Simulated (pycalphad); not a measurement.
An equivalent pycalphad script:

```python
from pycalphad import Database, equilibrium, calculate, variables as v
import numpy as np
db = Database('COST507.tdb')
comps = ['TI', 'HF', 'B', 'VA']
phases = ['B2M', 'B2TI', 'B4M3', 'B4TI3', 'BCC_A2', 'BETA_RHOMBO_B', 'BM', 'BTI', 'HCP_A3', 'LIQUID']
eq = equilibrium(db, comps, phases, {v.X('HF'): 0.0591, v.X('B'): 0.0101, v.T: np.arange(2850, 499, -75), v.P: 101325, v.N: 1}, output=['HM', 'SM'])
```

All values are pycalphad results on the COST 507 light-alloy database (1999) (1 atm), not direct measurements. These are 1990s assessments: newer ones move some temperatures and phases. Phase fractions are per mole of atoms. Kinetics are ignored, which matters at the lower temperatures.

Results at three of the temperatures:

```
T = 2400.00 K, P = 101325 Pa, N = 1 mol of atoms
G = -175971 J/mol, H = 90337 J/mol, S = 110.96 J/(mol K)  (SER reference)
chemical potentials (J/mol): Ti -169176, Hf -263911, B -287607
phase             fraction      x(Ti)      x(Hf)       x(B)
LIQUID              1.0000     0.9308     0.0591     0.0101
```

```
T = 2175.00 K, P = 101325 Pa, N = 1 mol of atoms
G = -151506 J/mol, H = 79992 J/mol, S = 106.44 J/(mol K)  (SER reference)
chemical potentials (J/mol): Ti -145263, Hf -230678, B -263585
phase             fraction      x(Ti)      x(Hf)       x(B)
LIQUID              1.0000     0.9308     0.0591     0.0101
```

```
T = 600.00 K, P = 101325 Pa, N = 1 mol of atoms
G = -24216 J/mol, H = 7292 J/mol, S = 52.51 J/(mol K)  (SER reference)
chemical potentials (J/mol): Ti -21842, Hf -36824, B -169255
phase             fraction      x(Ti)      x(Hf)       x(B)
HCP_A3              0.9801     0.9396     0.0603    0.00014
BM                  0.0199     0.4988     0.0012     0.5000
```

Changes of the phase set, refined by bisection:

| T (K) | phases above | phases below |
|---|---|---|
| 1909.2 | LIQUID | BCC_A2 + LIQUID |
| 1815.1 | BCC_A2 + LIQUID | BCC_A2 + BM |
| 1116.2 | BCC_A2 + BM | BCC_A2 + BM + HCP_A3 |
| 1108.1 | BCC_A2 + BM + HCP_A3 | BM + HCP_A3 |

Database names, with the compositions (at.%) that they take in these runs: BM: Ti 49 B 50 Hf 0. BCC_A2 is bcc; HCP_A3 is hcp.
